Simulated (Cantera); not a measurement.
**Premixed flame**

A freely propagating, adiabatic, planar premixed flame of H2 : O2 : N2 : H2O = 1 : 0.847 : 3.19 : 0.99 (molar parts), equivalence ratio 0.59, unburnt at 723 K and 0.133 bar; multicomponent+Soret transport, grid criteria slope 0.08 and curve 0.16, no radiation.

Model: the H2/O2 subset of GRI-Mech 3.0, which has no nitrogen chemistry, integrated in Cantera. Burning velocities carry a grid error of a few per cent, more on coarse grids. Lean hydrogen flames are cellular in practice and burn faster than this planar one.

| z (mm) | T (K) | u (m/s) | x H2 | x O2 | x H2O | x H | x O | x OH |
|---|---|---|---|---|---|---|---|---|
| -18.7 | 723 | 5.39 | 0.166 | 0.141 | 0.164 | <1e-8 | <1e-8 | <1e-8 |
| -12.5 | 723 | 5.39 | 0.166 | 0.141 | 0.164 | <1e-8 | <1e-8 | <1e-8 |
| -9.36 | 723 | 5.39 | 0.166 | 0.141 | 0.164 | <1e-8 | <1e-8 | <1e-8 |
| -6.24 | 723 | 5.39 | 0.166 | 0.141 | 0.164 | 5.99e-7 | 3.68e-8 | <1e-8 |
| -3.12 | 732 | 5.44 | 0.162 | 0.141 | 0.166 | 0.000272 | 1.76e-5 | 2.99e-5 |
| -1.56 | 825 | 6.05 | 0.141 | 0.137 | 0.178 | 0.00388 | 0.000346 | 0.000310 |
| 0 | 1081 | 7.77 | 0.0754 | 0.111 | 0.236 | 0.0218 | 0.00417 | 0.00224 |
| 1.56 | 1293 | 9.20 | 0.0275 | 0.0796 | 0.293 | 0.0301 | 0.00903 | 0.00610 |
| 3.12 | 1400 | 9.91 | 0.0202 | 0.0725 | 0.307 | 0.0251 | 0.00938 | 0.00801 |
| 6.24 | 1515 | 10.6 | 0.0174 | 0.0692 | 0.317 | 0.0171 | 0.00808 | 0.00946 |
| 12.5 | 1626 | 11.3 | 0.0138 | 0.0666 | 0.327 | 0.0100 | 0.00611 | 0.0101 |
| 25.0 | 1721 | 11.9 | 0.00948 | 0.0645 | 0.337 | 0.00494 | 0.00401 | 0.00961 |
| 49.9 | 1792 | 12.3 | 0.00545 | 0.0633 | 0.346 | 0.00194 | 0.00223 | 0.00801 |
x: mole fraction of selected species; z is measured from the peak of heat release.

| Quantity | Value |
|---|---|
| laminar burning velocity | 539 cm/s |
| thermal thickness | 6.24 mm |
| peak x(H) | 0.0304 |
| peak x(O) | 0.00949 |
| peak x(OH) | 0.0101 |
| grid points | 118 |
